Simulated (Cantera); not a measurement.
Equilibrium for aluminium and copper etching: Cu + F2

Input: 1 mol Cu, 1.9 mol F2, held at 75.0 Pa.

Equilibrium computed with Cantera from the NASA thermochemical tables; the gas is ideal and each condensed phase is pure. Candidate condensed phases: Cu, CuF2; 6 gas species. Equilibrium is a limit: real reactors are often held back by kinetics, nucleation or transport.

From 825 K to 1050 K the condensed part is CuF2(s). From 1125 K to 1500 K nothing is condensed. The main Cu-bearing gas is CuF2 throughout.

```tsv
T (K)	x F	x F2	x CuF2	x CuF	n CuF2(s)
825	0.354	0.646	2.34e-5	<1e-12	1.000
900	0.677	0.322	0.000533	<1e-12	0.999
975	0.890	0.103	0.00733	2.93e-11	0.988
1050	0.907	0.0249	0.0677	5.15e-9	0.873
1125	0.638	0.00349	0.358	5.06e-7	0
1200	0.641	0.00117	0.358	4.77e-6	0
1275	0.642	0.000440	0.357	3.46e-5	0
1350	0.643	0.000184	0.357	0.000202	0
1425	0.643	8.44e-5	0.356	0.000979	0
1500	0.644	4.19e-5	0.352	0.00401	0
```
x: gas mole fraction; n: condensed amount in mol.
